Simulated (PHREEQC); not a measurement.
# Hard or scaling water: an equilibrium model

A solution holds 0.00012 mol/kgw CaCl2, 0.00044 mol/kgw NaHCO3 and 0.00037 mol/kgw MgSO4, at 80 °C. Closed to the air; pH follows from the charge balance.

All values are PHREEQC results (ion-association model, phreeqc.dat), not measurements.

```yaml
pH: 7.66
ionic_strength: 0.00204 mol/kgw
specific_conductance: 374 µS/cm
total_alkalinity: 0.440 meq/kg
```

```json
[
 {"species": "Na+", "molality": "0.000439", "activity": "0.000415", "log γ": "-0.024"},
 {"species": "HCO3-", "molality": "0.000415", "activity": "0.000393", "log γ": "-0.024"},
 {"species": "Mg+2", "molality": "0.000315", "activity": "0.000253", "log γ": "-0.095"},
 {"species": "SO4-2", "molality": "0.000314", "activity": "0.000252", "log γ": "-0.096"},
 {"species": "Cl-", "molality": "0.000240", "activity": "0.000227", "log γ": "-0.024"},
 {"species": "Ca+2", "molality": "0.000113", "activity": "9.03e-5", "log γ": "-0.096"},
 {"species": "MgSO4", "molality": "4.94e-5", "activity": "4.94e-5", "log γ": "0.000"}
]
```

No solid was allowed to form. Complexes and solids missing from the database can't appear. At this temperature some constants are extrapolated from 25 °C, and those without enthalpy data are left unchanged.
